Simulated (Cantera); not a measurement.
An adiabatic, constant-pressure homogeneous reactor starts with CH₄ : C₂H₆ : C₃H₈ : O₂ : N₂ = 1 : 0.26 : 0.3 : 2 : 7.54 (molar parts), equivalence ratio 2.2, at 1500 K and 7500 Torr. Integrator tolerance rtol = 1e-08.

Model: GRI-Mech 3.0 (53 species, 325 reactions), integrated in Cantera. GRI-Mech 3.0 was tuned for natural gas; its chemistry of propane as a main component is partial and can be far from experiment.

Problem. What does this change do: constant volume in place of constant pressure?

Solution. 
```
quantity                                                            before                                    after
---------------------------------  ---------------------------------------  ---------------------------------------
time of steepest temperature rise                                  26.4 µs                                  22.5 µs
temperature at 0.300 s                                              2478 K                                   2791 K
equilibrium temperature                                             2478 K                                   2791 K
x(CH₄) at 0.300 s                  3.55e-9 (gas-phase equilibrium 3.98e-9)  5.95e-9 (gas-phase equilibrium 6.64e-9)
x(C₂H₆) at 0.300 s                   <1e-12 (gas-phase equilibrium <1e-12)    <1e-12 (gas-phase equilibrium <1e-12)
x(C₃H₈) at 0.300 s                   <1e-12 (gas-phase equilibrium <1e-12)    <1e-12 (gas-phase equilibrium <1e-12)
x(C₂H) at 0.300 s                    <1e-12 (gas-phase equilibrium <1e-12)    <1e-12 (gas-phase equilibrium <1e-12)
x(C₂H₄) at 0.300 s                   <1e-12 (gas-phase equilibrium <1e-12)    <1e-12 (gas-phase equilibrium <1e-12)
x(H) at 0.300 s                    0.00312 (gas-phase equilibrium 0.00312)  0.00701 (gas-phase equilibrium 0.00701)
```
